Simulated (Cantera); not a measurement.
What does this Cantera script print?

```python
import numpy as np
import cantera as ct

gas = ct.Solution("gri30.yaml")
gas.TP = 300, 101325
flame = ct.CounterflowDiffusionFlame(gas, width=0.02)
flame.fuel_inlet.X, flame.fuel_inlet.T = {'CH3OH': 1}, 375
flame.oxidizer_inlet.X, flame.oxidizer_inlet.T = {'O2': 0.28, 'N2': 0.72}, 500
flame.set_refine_criteria(ratio=3, slope=0.12, curve=0.24, prune=0.03)
show = ['OH', 'H', 'NO', 'CO', 'C2H2']

rows = []
print(f"{'mdot':>8s}{'a_max':>10s}{'a_mean':>10s}{'Tmax/K':>9s}" + "".join(f"{s:>11s}" for s in show) + "   (peak mole fractions)")
for i, mdot in enumerate([0.25, 0.36, 0.5, 0.71, 1, 1.4, 2, 2.8, 3.9, 5.5]):  # kg/m2/s on the oxidiser side
    flame.oxidizer_inlet.mdot, flame.fuel_inlet.mdot = mdot, 1 * mdot
    flame.solve(loglevel=0, auto=(i == 0))
    if flame.T.max() < max(375, 500) + 100:
        print(f"{mdot:8.3g}  no burning solution found from the previous one")
        break
    dT = np.abs(np.gradient(flame.T, flame.grid))
    rows.append([flame.strain_rate("max"), flame.strain_rate("mean"), flame.T.max(),
                 *(flame.X[gas.species_index(s)].max() for s in show), max(dT[0], dT[-1]) / dT.max()])
    print(f"{mdot:8.3g}{rows[-1][0]:10.1f}{rows[-1][1]:10.1f}{rows[-1][2]:9.1f}" + "".join(f"{x:11.3e}" for x in rows[-1][3:-1]))
```

It prints:

```
    mdot     a_max    a_mean   Tmax/K         OH          H         NO         CO       C2H2   (peak mole fractions)
    0.25     169.5      29.6   2396.5  1.657e-02  7.781e-03  5.162e-04  2.195e-01  1.193e-04
    0.36     232.0      42.6   2359.7  1.685e-02  8.635e-03  3.602e-04  2.177e-01  1.525e-04
     0.5     309.2      59.2   2322.9  1.709e-02  9.503e-03  2.584e-04  2.162e-01  1.890e-04
    0.71     421.6      84.1   2277.6  1.723e-02  1.048e-02  1.768e-04  2.142e-01  2.351e-04
       1     573.1     118.4   2227.9  1.717e-02  1.148e-02  1.217e-04  2.112e-01  2.871e-04
     1.4     777.2     165.8   2178.4  1.705e-02  1.248e-02  8.739e-05  2.083e-01  3.457e-04
       2    1077.1     236.9   2130.5  1.699e-02  1.361e-02  6.567e-05  2.058e-01  4.150e-04
     2.8    1468.7     331.6   2079.9  1.664e-02  1.459e-02  5.102e-05  2.026e-01  4.782e-04
     3.9    2004.6     461.9   2029.0  1.608e-02  1.544e-02  4.058e-05  1.990e-01  5.300e-04
     5.5    2780.2     651.4   1977.1  1.534e-02  1.616e-02  3.244e-05  1.951e-01  5.609e-04
```

Computed with Cantera and GRI-Mech 3.0 (53 species, 325 reactions). GRI-Mech 3.0 was tuned for natural gas; its chemistry of methanol as a main component is partial and can be far from experiment. GRI-Mech 3.0 has no aromatics or soot, which form on the fuel side of real flames. The maximum strain rate includes the flame's own expansion and is several times the mean.
